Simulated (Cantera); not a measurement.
Charge: 1 mol Si2H6, 0.25 mol NO, at 7.50 Torr.

Equilibrium computed with Cantera from the NASA thermochemical tables; the gas is ideal and each condensed phase is pure. Candidate condensed phases: H2O, Si, SiO2, Si2N2O, Si3N4; 35 gas species. The feed counts by its element totals alone. Mutual solubility and eutectic melting of coexisting phases are not modelled. The tables hold silica as quartz up to 1696 K and as liquid above; real silica turns to tridymite and cristobalite and melts near 1996 K. Equilibrium is a limit: real reactors are often held back by kinetics, nucleation or transport. All values below are at 1298 K.

Base state: H2 0.999, SiO 0.000725, H 1.07e-5 (mole fractions); condensed: Si(s) + SiO2(β-quartz) + Si2N2O(s).

Question: What changes in the equilibrium state with this change: NO from 0.25 to 16 mol?

Answer: 
```
species                before     after
-------------------  --------  --------
N2                    1.90e-8     0.516
O2                      <1e-9     0.290
H2O                   2.68e-7     0.194
H2                      0.999   3.01e-7
SiO                  0.000725     <1e-9
NO                      <1e-9  0.000372
OH                      <1e-9   4.89e-5
Si(s), mol               1.69         0
SiO2(β-quartz), mol    0.0614      2.00
Si2N2O(s), mol          0.125         0
```
